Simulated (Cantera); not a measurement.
Feed: 1 mol CaCl2, 0.11 mol O2, 1.7 mol N2, at 2048 K and 0.610 Pa.

Equilibrium computed with Cantera from the NASA thermochemical tables; the gas is ideal and each condensed phase is pure. Candidate condensed phases: Ca, CaCl2, CaO; 17 gas species. Condensed phases not in the tables: oxide chlorides. Kinetics and transport are ignored.

Base state: N2 0.483, Cl 0.183, CaCl2 0.168, Ca 0.0642, CaCl 0.0510, O 0.0392, O2 0.0102, NO 0.00150 (mole fractions); condensed: CaO(s).

Question: What changes in the equilibrium state with this change: temperature from 2048 K to 1398.15 K?

Answer: 
```json
[
 {"species": "N2", "before": "0.483", "after": "0.594"},
 {"species": "CaCl2", "before": "0.168", "after": "0.314"},
 {"species": "Cl", "before": "0.183", "after": "0.0714"},
 {"species": "Ca", "before": "0.0642", "after": "<1e-9"},
 {"species": "CaCl", "before": "0.0510", "after": "4.29e-7"},
 {"species": "O", "before": "0.0392", "after": "5.32e-5"},
 {"species": "O2", "before": "0.0102", "after": "0.0204"},
 {"species": "CaO", "before": "0.000383", "after": "<1e-9"},
 {"species": "Cl2", "before": "2.61e-7", "after": "3.96e-5"},
 {"species": "NO", "before": "0.00150", "after": "0.000194"},
 {"species": "CaO(s), mol", "before": "0.00434", "after": "0.102"}
]
```
